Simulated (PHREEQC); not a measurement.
1 kg of water holding 0.1 mol/kgw NaCl, 0.11 mol/kgw Na2SO4 and 0.04 mol/kgw MgSO4 is evaporated at 75 °C; the solids stay in contact with the brine. CO2 from the air is kept out. The run lets Bischofite, Bloedite, Brucite, Epsomite, Halite, Hexahydrite, Kieserite, Mirabilite, Thenardite, MgCl2_4H2O precipitate or redissolve, and no other solid.

Model: Pitzer model, pitzer.dat, run in PHREEQC.

```tsv
water left (kg)	ionic strength	water activity	Thenardite (mol)
1	0.590	0.992	0
0.6755	0.873	0.988	0
0.5552	1.06	0.985	0
0.375	1.57	0.978	0
0.3082	1.91	(withheld)	0
0.2082	2.83	0.961	0
0.1407	4.19	0.941	0
0.1156	5.10	0.927	0
0.07809	7.56	(withheld)	0
0.06418	9.19	(withheld)	0
0.04335	9.83	0.834	0.0546
0.03564	10.1	0.816	0.0761
0.02407	11.1	0.764	0.107
0.01627	12.9	(withheld)	0.124
0.01337	14.5	0.678	0.123
0.008838	15.6	0.669	0.119
0.007133	15.6	0.669	(withheld)
0.004565	15.6	0.669	0.115
```

Q: Some entries are withheld; supply them.

A: 
- 0.3082, water activity: 0.974
- 0.07809, water activity: 0.888
- 0.06418, water activity: 0.860
- 0.01627, water activity: 0.692
- 0.007133, Thenardite (mol): 0.117

At this temperature some constants are extrapolated from 25 °C, and those without enthalpy data are left unchanged.
